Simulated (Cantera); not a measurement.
An adiabatic, constant-volume homogeneous reactor starts with CO : H₂ : O₂ : N₂ : CO₂ = 1 : 0.055 : 0.44 : 1.65 : 0.24 (molar parts), equivalence ratio 1.2, at 1748 K and 1.00 atm. Integrator tolerance rtol = 1e-08.

Model: GRI-Mech 3.0 (53 species, 325 reactions), integrated in Cantera.

```json
[
 {"quantity": "time of steepest temperature rise", "before": "33.3 µs", "after": "45.4 µs"},
 {"quantity": "temperature at 2.00 s", "before": "2862 K", "after": "2834 K"},
 {"quantity": "equilibrium temperature", "before": "2862 K", "after": "2834 K"},
 {"quantity": "x(CO) at 2.00 s", "before": "0.170 (gas-phase equilibrium 0.170)", "after": "0.160 (gas-phase equilibrium 0.160)"},
 {"quantity": "x(H₂) at 2.00 s", "before": "0.00117 (gas-phase equilibrium 0.00117)", "after": "0.00112 (gas-phase equilibrium 0.00112)"},
 {"quantity": "x(O₂) at 2.00 s", "before": "0.0433 (gas-phase equilibrium 0.0433)", "after": "0.0399 (gas-phase equilibrium 0.0399)"},
 {"quantity": "x(H₂O) at 2.00 s", "before": "0.0109 (gas-phase equilibrium 0.0109)", "after": "0.0116 (gas-phase equilibrium 0.0116)"},
 {"quantity": "x(N₂O) at 2.00 s", "before": "8.34e-7 (gas-phase equilibrium 8.34e-7)", "after": "8.04e-7 (gas-phase equilibrium 8.04e-7)"}
]
```

Which change was made?
(A) pressure from 1.00 atm to 1.09 atm
(B) initial temperature 1748 to 1600 K
(C) initial temperature 1748 to 1273 K
(D) pressure from 1.00 atm to 9.87 atm

B, initial temperature 1748 to 1600 K
